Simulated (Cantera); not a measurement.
Charge: 1 mol Al(CH₃)₃, 1 mol N₂, 810 mol H₂, 0.23 mol O₂, equilibrated at 1650 K.

Cantera equilibrium calculation (NASA polynomials, part measured and part estimated; ideal gas, pure solids and liquids). Candidate condensed phases: Al, AlN, Al₂O₃, C, C₆H₆, C₇H₈, C₈H₁₈, H₂O; 148 gas species. The feed counts by its element totals alone. Rates play no part.

### Question
What share of the Al ends up in condensed phases as a function of P (Pa), at 10, 28, 77, 220, 600, 1700, 4600, 13000, 36000, 100000?

### Answer
```csv
P (Pa),Al condensed (%),as
10,0.0,-
28,0.0,-
77,0.0,-
220,0.0,-
600,58.7,AlN(s)
1700,89.8,AlN(s)
4600,97.5,AlN(s)
13000,99.4,AlN(s)
36000,99.9,AlN(s)
100000,100.0,AlN(s)
```
